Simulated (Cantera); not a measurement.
An isothermal, constant-pressure homogeneous reactor starts with 0.585 % C₂H₆, 99.4 % N₂, at 1475 K and 1.00 bar.

Detailed kinetics in Cantera: GRI-Mech 3.0 (53 species, 325 reactions). GRI-Mech 3.0 stops at C3 and has no aromatics, soot or wall deposition, so with more carbon than oxygen in the feed, carbon stays in small species such as C2H2 where larger ones or solid carbon would form.

Task: Predict: x(C₂H₆) at 1.00 s; x(H) at 1.00 s; x(H₂) at 1.00 s; x(C₂H₂) at 1.00 s; x(CH₄) at 1.00 s.

Result: 
* **x(C₂H₆) at 1.00 s**: 2.61e-7 (gas-phase equilibrium 2.46e-10)
* **x(H) at 1.00 s**: 1.21e-6 (gas-phase equilibrium 1.40e-6)
* **x(H₂) at 1.00 s**: 0.00991 (gas-phase equilibrium 0.0115)
* **x(C₂H₂) at 1.00 s**: 0.00522 (gas-phase equilibrium 0.000487)
* **x(CH₄) at 1.00 s**: 0.00109 (gas-phase equilibrium 3.04e-5)
